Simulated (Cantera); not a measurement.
A closed system holds: 1 mol CH3OH, 3.2 mol CO2, 10 mol H2, at 750 K.

Method: chemical equilibrium by Gibbs-energy minimisation in Cantera with the NASA 1993 tables (ideal gas, pure condensed phases). Candidate condensed phases: C, C6H6, C7H8, C8H18, H2O; 110 gas species. The ideal-gas law is rough above about 30 bar. Equilibrium is a limit: real reactors are often held back by kinetics, nucleation or transport.

Question: Which condensed phases are stable at each of these points (P (Pa)): 10, 46, 220, 1000, 4600, 22000, 100000, 460000, 2200000, 10000000?

Answer: 
| P (Pa) | condensed phases | C condensed (%) |
|---|---|---|
| 10 | gas only | 0.0 |
| 46 | gas only | 0.0 |
| 220 | gas only | 0.0 |
| 1000 | gas only | 0.0 |
| 4600 | C(graphite) | 12.8 |
| 22000 | C(graphite) | 11.6 |
| 100000 | C(graphite) | 1.2 |
| 460000 | gas only | 0.0 |
| 2200000 | gas only | 0.0 |
| 10000000 | gas only | 0.0 |

From 10.0 Pa to 10.0 mbar nothing is condensed. From 46.0 mbar to 1.00 bar the condensed part is C(graphite). From 4.60 bar to 100 bar nothing is condensed.
